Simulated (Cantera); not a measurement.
An adiabatic, constant-pressure homogeneous reactor starts with CH4 : C2H6 : O2 : N2 = 1 : 0.23 : 5.1 : 19.2 (molar parts), at 1523 K and 5.80 bar.

Detailed kinetics in Cantera: GRI-Mech 3.0 (53 species, 325 reactions).

One state of this run: T (K) = 2549; x CH4 = <1e-12; x C2H6 = <1e-12; x O2 = 0.0843; x CH2O = 8.98e-12; x CO = 0.00362; x HCO = 1.18e-9. x: mole fraction; the columns are a selection and need not sum to one.

Q: Which value of t (s) does it belong to?
(A) 3.87e-5
(B) 5.00e-6
(C) 1.39e-5
(D) 0.00232

A: D, 0.00232
